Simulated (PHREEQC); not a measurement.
Dissolve 0.00023 mol CdSO4 and 3.4e-05 mol Na2SO4 per kg of water at 25 °C. Closed to the air; pH follows from the charge balance.

Computed with PHREEQC (ion-association model, phreeqc.dat).

The pH comes out as 6.80. The ionic strength comes out as 0.000974 mol/kgw.

```csv
species,molality,activity,log γ
SO4-2,0.000252,0.000219,-0.061
Cd+2,0.000218,0.000189,-0.061
Na+,6.79e-5,6.56e-5,-0.015
CdSO4,1.20e-5,1.20e-5,0.000
H+,1.65e-7,1.59e-7,-0.015
CdOH+,1.02e-7,9.88e-8,-0.015
NaSO4-,7.46e-8,7.20e-8,-0.015
OH-,6.58e-8,6.35e-8,-0.015
Cd(SO4)2-2,3.31e-8,2.87e-8,-0.061
HSO4-,3.52e-9,3.39e-9,-0.015
```

This is a speciation only: nothing precipitates in the calculation. Species that the database lacks are ignored.
